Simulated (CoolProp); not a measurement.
Vapour-liquid equilibrium of R134a (1) + R124 (2) at 249 kPa; x and y are mole fractions of (1).

Computed with CoolProp (multi-fluid Helmholtz-energy mixture model, Tillner-Roth 1994 and de Vries 1995; pair parameters Bell 2016).

```json
[
 {"x": "0.05", "bubble temperature (°C)": "10.4", "y at the bubble point": "0.091", "dew temperature at overall composition x (°C)": "11.0", "liquid density (mol/L)": "10.37"},
 {"x": "0.2", "bubble temperature (°C)": "6.7", "y at the bubble point": "0.317", "dew temperature at overall composition x (°C)": "8.6", "liquid density (mol/L)": "10.72"},
 {"x": "0.35", "bubble temperature (°C)": "3.7", "y at the bubble point": "0.491", "dew temperature at overall composition x (°C)": "6.1", "liquid density (mol/L)": "11.08"},
 {"x": "0.5", "bubble temperature (°C)": "1.3", "y at the bubble point": "0.632", "dew temperature at overall composition x (°C)": "3.6", "liquid density (mol/L)": "11.44"},
 {"x": "0.65", "bubble temperature (°C)": "-0.8", "y at the bubble point": "0.753", "dew temperature at overall composition x (°C)": "1.0", "liquid density (mol/L)": "11.83"},
 {"x": "0.8", "bubble temperature (°C)": "-2.5", "y at the bubble point": "0.861", "dew temperature at overall composition x (°C)": "-1.5", "liquid density (mol/L)": "12.24"},
 {"x": "0.95", "bubble temperature (°C)": "-3.9", "y at the bubble point": "0.965", "dew temperature at overall composition x (°C)": "-3.7", "liquid density (mol/L)": "12.68"}
]
```

No azeotrope shows between x = 0.05 and 0.95.

The pair parameters rest on a limited set of measurements; away from them the model extrapolates.
